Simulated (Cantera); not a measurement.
Input (Python, Cantera) and output of one run.

```python
import numpy as np
import cantera as ct

gas_names = [...]  # 49 gases of nasa_gas.yaml made of B, Cl, H, N, O
cond_names = """
    B(b) B(L) BN(s) B2O3(L) B3O3H3(cr) H2O(s) H2O(L) NH4CL(a) NH4CL(b)
""".split()


# ... load() reads the species with a 1 bar reference pressure and builds the phases ...
atoms = {
    'BN': {'B': 1, 'N': 1},
    'HCl': {'H': 1, 'CL': 1},
    'H2O': {'H': 2, 'O': 1},
}
top_T = {'BN(s)': 3200}  # K; cautious upper limits of use, not melting points


# ... equilibrate(T, P, feed) seeds the gas with the atoms and calls Mixture.equilibrate('TP', solver="vcs", rtol=1e-11, max_steps=5000) ...
results = []
feed = {'BN': 1, 'HCl': 5.8, 'H2O': 6.6}  # mol
P = 133.322  # Pa
for T in [923, 1023, 1123, 1223, 1323, 1423, 1523, 1623, 1723, 1823]:
    mix = equilibrate(T, P, feed)
    results.append((T, P, feed, dict(zip(mix.species_names, mix.species_moles))))
    x = sorted(zip(gas.X, gas.species_names), reverse=True)
    print(f"T = {T:g} K  P = {P:g} Pa  gas = {mix.phase_moles(0):.4g} mol")
    print("   x: " + "  ".join(f"{s} {v:.3e}" for v, s in x if v > 1e-05))
    print("   condensed (mol): " + ("  ".join(f"{mix.phase(i).name} {mix.phase_moles(i):.4g}"
          for i in range(1, mix.n_phases) if mix.phase_moles(i) > 1e-12) or "none"))
```

Result:

```
T = 923 K  P = 133.322 Pa  gas = 12.9 mol
   x: HCL 4.497e-01  H2O 3.948e-01  H2 1.163e-01  N2 3.877e-02  H3B3O6 3.822e-04  HBO2 7.799e-05
   condensed (mol): B2O3(L) 0.4921
T = 1023 K  P = 133.322 Pa  gas = 12.9 mol
   x: HCL 4.495e-01  H2O 3.946e-01  H2 1.163e-01  N2 3.875e-02  HBO2 7.220e-04  H3B3O6 2.250e-04
   condensed (mol): B2O3(L) 0.491
T = 1123 K  P = 133.322 Pa  gas = 12.93 mol
   x: HCL 4.487e-01  H2O 3.921e-01  H2 1.160e-01  N2 3.868e-02  HBO2 4.396e-03  H3B3O6 1.420e-04
   condensed (mol): B2O3(L) 0.4688
T = 1223 K  P = 133.322 Pa  gas = 13.03 mol
   x: HCL 4.452e-01  H2O 3.817e-01  H2 1.152e-01  N2 3.838e-02  HBO2 1.940e-02  H3B3O6 9.245e-05  B2O3 1.443e-05
   condensed (mol): B2O3(L) 0.3716
T = 1323 K  P = 133.322 Pa  gas = 13.34 mol
   x: HCL 4.347e-01  H2O 3.496e-01  H2 1.125e-01  HBO2 6.537e-02  N2 3.748e-02  B2O3 2.607e-04  H3B3O6 5.776e-05  CL 4.722e-05  BOCL 2.086e-05  H 1.457e-05
   condensed (mol): B2O3(L) 0.05918
T = 1423 K  P = 133.322 Pa  gas = 13.4 mol
   x: HCL 4.325e-01  H2O 3.438e-01  H2 1.120e-01  HBO2 7.363e-02  N2 3.731e-02  B2O3 4.657e-04  CL 1.926e-04  H 6.088e-05  BOCL 4.434e-05
   condensed (mol): none
T = 1523 K  P = 133.322 Pa  gas = 13.41 mol
   x: HCL 4.319e-01  H2O 3.438e-01  H2 1.121e-01  HBO2 7.327e-02  N2 3.730e-02  CL 6.552e-04  B2O3 6.130e-04  H 2.119e-04  BOCL 7.570e-05  OH 2.003e-05  HBO 1.501e-05
   condensed (mol): none
T = 1623 K  P = 133.322 Pa  gas = 13.42 mol
   x: HCL 4.302e-01  H2O 3.437e-01  H2 1.125e-01  HBO2 7.280e-02  N2 3.726e-02  CL 1.913e-03  B2O3 7.779e-04  H 6.348e-04  BOCL 1.205e-04  OH 8.122e-05  HBO 2.631e-05  BO2 2.107e-05
   condensed (mol): none
T = 1723 K  P = 133.322 Pa  gas = 13.45 mol
   x: HCL 4.262e-01  H2O 3.430e-01  H2 1.133e-01  HBO2 7.215e-02  N2 3.718e-02  CL 4.899e-03  H 1.681e-03  B2O3 9.566e-04  OH 2.790e-04  BOCL 1.804e-04  BO2 7.149e-05  HBO 4.332e-05  BO 1.251e-05
   condensed (mol): none
T = 1823 K  P = 133.322 Pa  gas = 13.51 mol
   x: HCL 4.179e-01  H2O 3.411e-01  H2 1.151e-01  HBO2 7.116e-02  N2 3.700e-02  CL 1.115e-02  H 4.026e-03  B2O3 1.142e-03  OH 8.301e-04  BOCL 2.548e-04  BO2 2.102e-04  HBO 6.797e-05  BO 4.130e-05  O2 2.917e-05  O 2.231e-05  NO 1.147e-05
   condensed (mol): none
```

These are equilibrium values from Cantera (NASA tables, ideal gas, pure condensed phases), not measurements of a reactor. The tables' values for BOCl are old estimates; treat these amounts as uncertain. Gases not in the tables: H3BO3.
